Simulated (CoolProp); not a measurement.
n-octane at 293.15 K and 2.17 MPa is throttled through a valve to 1.48 MPa with no heat exchange. Each further row changes one setting.

Values from CoolProp's reference Helmholtz-energy equation of state, Beckmüller 2019.

```
case                       temperature change (K)  final density (kg/m³)
-------------------------  ----------------------  ---------------------
as stated                              (withheld)                    704
outlet pressure 0.444 MPa                    +0.7             (withheld)
outlet pressure 1.92 MPa               (withheld)                    704
```

Task: What belongs in the gaps?

Result: 
- as stated, temperature change (K): +0.3
- outlet pressure 0.444 MPa, final density (kg/m³): 702
- outlet pressure 1.92 MPa, temperature change (K): +0.1
